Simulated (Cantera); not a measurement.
An isothermal, constant-pressure homogeneous reactor starts with CH4 : H2O : H2 = 1 : 1.6 : 0.054 (molar parts), at 1900 K and 0.987 atm.

Detailed kinetics in Cantera: GRI-Mech 3.0 (53 species, 325 reactions).

x: mole fraction; the columns are a selection and need not sum to one.

| t (s) | x CH4 | x H2O | x H2 | x C2H4 | x C2H6 | x CH2 |
|---|---|---|---|---|---|---|
| 1.00e-5 | 0.372 | 0.602 | 0.0227 | 0.000229 | 0.000229 | 1.69e-6 |
| 3.83e-5 | 0.347 | 0.595 | 0.0409 | 0.00591 | 0.00197 | 7.65e-6 |
| 0.000147 | 0.242 | 0.551 | 0.151 | 0.0167 | 0.00135 | 7.44e-6 |
| 0.000562 | 0.122 | 0.484 | 0.297 | 0.00346 | 0.000281 | 4.26e-6 |
| 0.00215 | 0.0467 | 0.427 | 0.398 | 0.000931 | 4.19e-5 | 2.51e-6 |
| 0.00825 | (withheld) | (withheld) | (withheld) | (withheld) | (withheld) | (withheld) |
| 0.0316 | 0.0152 | 0.245 | 0.560 | 0.000356 | 3.37e-6 | 6.79e-7 |
| 0.121 | 0.00688 | 0.156 | 0.633 | 0.000103 | 5.91e-7 | 2.12e-7 |
| 0.464 | 0.00104 | 0.122 | 0.662 | 3.27e-6 | 1.28e-8 | 2.50e-8 |
| 1.78 | 3.24e-7 | 0.120 | 0.665 | 1.30e-12 | <1e-12 | 7.45e-12 |
| 6.81 | 4.12e-8 | 0.120 | 0.665 | <1e-12 | <1e-12 | <1e-12 |
| 26.1 | 4.12e-8 | 0.120 | 0.665 | <1e-12 | <1e-12 | <1e-12 |
| 100 | 4.12e-8 | 0.120 | 0.665 | <1e-12 | <1e-12 | <1e-12 |

Question: Fill in the missing entries.

Answer: 
- 0.00825, x CH4: 0.0230
- 0.00825, x H2O: 0.351
- 0.00825, x H2: 0.474
- 0.00825, x C2H4: 0.000600
- 0.00825, x C2H6: 9.59e-6
- 0.00825, x CH2: 1.46e-6
